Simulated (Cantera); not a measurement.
**Aluminium nitride and oxide growth: Al + NH3 + H2**

Feed: 1 mol Al, 0.22 mol NH3, 26 mol H2, at 10.0 Torr.

Equilibrium computed with Cantera from the NASA thermochemical tables; the gas is ideal and each condensed phase is pure. Candidate condensed phases: Al, AlN; 13 gas species. Mutual solubility and eutectic melting of coexisting phases are not modelled. Equilibrium is a limit: real reactors are often held back by kinetics, nucleation or transport.

From 677 °C to 1377 °C the condensed part is Al(l) + AlN(s). From 1477 °C to 1577 °C the condensed part is AlN(s). From 1677 °C to 1877 °C nothing is condensed.

```
T (°C)  log p H2  log p H  log p Al  log p N2  log p AlH  log p Al2  n Al(l)  n AlN(s)
------  --------  -------  --------  --------  ---------  ---------  -------  --------
677        -1.88   -10.19    -11.16      <-13     -10.55       <-13    0.780     0.220
777        -1.88    -9.03     -9.52      <-13      -9.29       <-13    0.780     0.220
877        -1.88    -8.06     -8.17      <-13      -8.25     -13.51    0.780     0.220
977        -1.88    -7.25     -7.03      <-13      -7.38     -11.88    0.780     0.220
1077       -1.88    -6.56     -6.07    -13.21      -6.65     -10.49    0.778     0.220
1177       -1.88    -5.96     -5.25    -11.45      -6.02      -9.30    0.767     0.220
1277       -1.88    -5.44     -4.53     -9.92      -5.47      -8.27    0.715     0.220
1377       -1.88    -4.98     -3.91     -8.58      -5.00      -7.37    0.512     0.220
1477       -1.89    -4.58     -3.44     -7.21      -4.67      -6.75        0     0.220
1577       -1.89    -4.21     -3.42     -5.21      -4.77      -6.99        0     0.195
1677       -1.90    -3.89     -3.33     -4.27      -4.78      -7.06        0         0
1777       -1.90    -3.60     -3.33     -4.28      -4.88      -7.28        0         0
1877       -1.91    -3.33     -3.33     -4.28      -4.97      -7.49        0         0
```
log p: log10 of the partial pressure in bar; n: condensed amount in mol.
